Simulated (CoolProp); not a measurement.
Saturation properties of C2F6 (R116).

Computed with CoolProp (reference Helmholtz-energy equation of state, Lemmon 2006). It is a short technical equation, of lower accuracy than the large ones.

```
T (°C)  p (MPa)  liquid density (kg/m³)  enthalpy of vaporisation (kJ/kg)  vapour Z
------  -------  ----------------------  --------------------------------  --------
-40.25   0.5355                    1420                             97.72    0.8544
-37.25   0.5959                    1403                             95.85    0.8430
-34.35   0.6590                    1386                             93.97    0.8313
-31.35   0.7294                    1368                             91.95    0.8186
-28.35   0.8052                    1350                             89.85    0.8052
-25.45   0.8839                    1332                             87.73    0.7916
-22.45   0.9711                    1312                             85.44    0.7767
-19.45    1.065                    1292                             83.04    0.7611
-16.45    1.165                    1271                             80.51    0.7445
-13.55    1.268                    1250                             77.93    0.7276
-10.55    1.382                    1227                             75.11    0.7090
-7.55     1.503                    1202                             72.10    0.6892
-4.55     1.632                    1177                             68.88    0.6680
-1.65     1.765                    1150                             65.53    0.6461
1.35      1.911                    1120                             61.76    0.6216
```

It boils at -78.1 °C under 1 atm.
